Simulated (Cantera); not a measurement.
# Roasting and sulfation: MgO + H2S + H2O + SO3

Feed: 1 mol MgO, 3.3 mol H2S, 8.8 mol H2O, 0.18 mol SO3, equilibrated at 100 Torr.

Cantera equilibrium calculation (NASA polynomials, part measured and part estimated; ideal gas, pure solids and liquids). Candidate condensed phases: H2O, H2SO4, Mg, MgO, Mg(OH)2, MgS, MgSO4, S; 26 gas species. Gases not in the tables: S3 to S7. Equilibrium is a limit: real reactors are often held back by kinetics, nucleation or transport.

```csv
T (K),log p H2O,log p H2,log p H2S,log p S2,log p SO2,log p SO,n MgO(s)
1173,-1.02,-2.03,-1.67,-2.16,-3.06,-5.31,1.00
1223,-1.03,-1.94,-1.72,-2.11,-2.98,-5.04,1.00
1273,-1.03,-1.86,-1.77,-2.07,-2.90,-4.79,1.00
1323,-1.04,-1.79,-1.83,-2.03,-2.82,-4.55,1.00
1373,-1.05,-1.74,-1.89,-2.00,-2.74,-4.33,1.00
1423,-1.05,-1.69,-1.95,-1.98,-2.66,-4.12,1.000
1473,-1.06,-1.64,-2.01,-1.97,-2.58,-3.93,1.000
1523,-1.07,-1.60,-2.07,-1.96,-2.51,-3.75,1.000
1573,-1.08,-1.57,-2.13,-1.96,-2.44,-3.58,1.000
1623,-1.09,-1.54,-2.19,-1.96,-2.38,-3.42,1.000
1673,-1.10,-1.51,-2.26,-1.96,-2.32,-3.28,1.000
1723,-1.11,-1.48,-2.32,-1.97,-2.27,-3.15,1.000
1773,-1.12,-1.46,-2.38,-1.98,-2.23,-3.02,1.000
```
log p: log10 of the partial pressure in bar; n: condensed amount in mol.

From 1173 K to 1773 K the condensed part is MgO(s).
